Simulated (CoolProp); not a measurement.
A simple Rankine cycle with water: condensing at 329.15 K, boiler at 10.7 MPa, turbine inlet 591.4 K, turbine efficiency 0.9, pump efficiency 0.8, no recuperator. Each further row changes one setting.

The numbers come from the reference Helmholtz-energy equation of state, Wagner 2002 in CoolProp.

```json
[
 {"case": "as stated", "thermal efficiency (%)": "32.4", "net work (kJ/kg)": "804", "heat in (kJ/kg)": "2480", "turbine exit temperature (K)": "329.1", "volume ratio over the turbine": "384"},
 {"case": "turbine inlet 611.4 K", "thermal efficiency (%)": "___", "net work (kJ/kg)": "851", "heat in (kJ/kg)": "2600", "turbine exit temperature (K)": "329.1", "volume ratio over the turbine": "___"},
 {"case": "condensing temperature 321.15 K", "thermal efficiency (%)": "___", "net work (kJ/kg)": "___", "heat in (kJ/kg)": "2510", "turbine exit temperature (K)": "321.1", "volume ratio over the turbine": "549"},
 {"case": "boiler pressure 7.49 MPa", "thermal efficiency (%)": "___", "net work (kJ/kg)": "837", "heat in (kJ/kg)": "___", "turbine exit temperature (K)": "329.1", "volume ratio over the turbine": "240"},
 {"case": "turbine efficiency 0.8", "thermal efficiency (%)": "28.7", "net work (kJ/kg)": "713", "heat in (kJ/kg)": "2480", "turbine exit temperature (K)": "329.1", "volume ratio over the turbine": "404"}
]
```

Problem. Complete the blanks.

Solution. 
- turbine inlet 611.4 K, thermal efficiency (%): 32.8
- turbine inlet 611.4 K, volume ratio over the turbine: 350
- condensing temperature 321.15 K, thermal efficiency (%): 33.4
- condensing temperature 321.15 K, net work (kJ/kg): 839
- boiler pressure 7.49 MPa, thermal efficiency (%): 31.6
- boiler pressure 7.49 MPa, heat in (kJ/kg): 2650

The expansion ends wet for: as stated; turbine inlet 611.4 K; condensing temperature 321.15 K; boiler pressure 7.49 MPa; turbine efficiency 0.8.
